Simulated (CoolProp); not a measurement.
Vapour-liquid equilibrium of propane (1) + R134a (2) at 1.64 MPa; x and y are mole fractions of (1).

Computed with CoolProp (multi-fluid Helmholtz-energy mixture model, Lemmon 2009 and Tillner-Roth 1994; pair parameters Bell 2016).

Q: Give the bubble temperature and the first vapour's composition at x = 0.65, 0.8, 0.95. Is there an azeotrope?

A: x = 0.65: 38.2 °C, y = 0.631; x = 0.8: 39.6 °C, y = 0.730; x = 0.95: 44.7 °C, y = 0.906. y crosses x between x = 0.5 and 0.65: the model has an azeotrope there.

The pair parameters rest on a limited set of measurements; away from them the model extrapolates. With so large a gap from Raoult's law the liquid may split in two, which this calculation doesn't test in full.
